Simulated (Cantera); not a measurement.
# Pyrogenic steam for wet oxidation

A perfectly stirred reactor is fed with H2 : O2 : N2 = 1.5 : 1 : 2 (molar parts), at 100000 Pa; it is held at 1050 K, and followed from long to short residence time.

Computed with Cantera and GRI-Mech 3.0 (53 species, 325 reactions). The temperature is held fixed by assumption; the heat of reaction is taken as removed at once.

```tsv
τ (s)	x H2	x O2	x HO2	x H2O2	x NO2	x H2O	x H
0.91	0.0150	0.0736	6.73e-5	9.24e-5	1.75e-9	0.382	1.21e-6
0.41	0.0281	0.0796	9.10e-5	0.000164	8.87e-10	0.366	2.33e-6
0.18	0.0515	0.0905	0.000120	0.000271	4.63e-10	0.338	4.34e-6
0.081	0.0829	0.105	0.000151	0.000392	2.86e-10	0.300	7.62e-6
0.036	0.115	0.120	0.000181	0.000473	2.15e-10	0.261	1.37e-5
0.016	0.137	0.130	0.000209	0.000444	1.99e-10	0.235	2.62e-5
0.0073	0.144	0.134	0.000229	0.000319	2.13e-10	0.226	5.38e-5
0.0033	0.145	0.134	0.000242	0.000183	2.37e-10	0.226	0.000117
0.0015	0.145	0.134	0.000248	9.42e-5	2.51e-10	0.226	0.000256
0.00065	0.149	0.136	0.000252	4.55e-5	2.49e-10	0.220	0.000575
0.00029	0.159	0.141	0.000253	2.38e-5	2.31e-10	0.208	0.00121
```
x: mole fraction; the columns are a selection and need not sum to one.
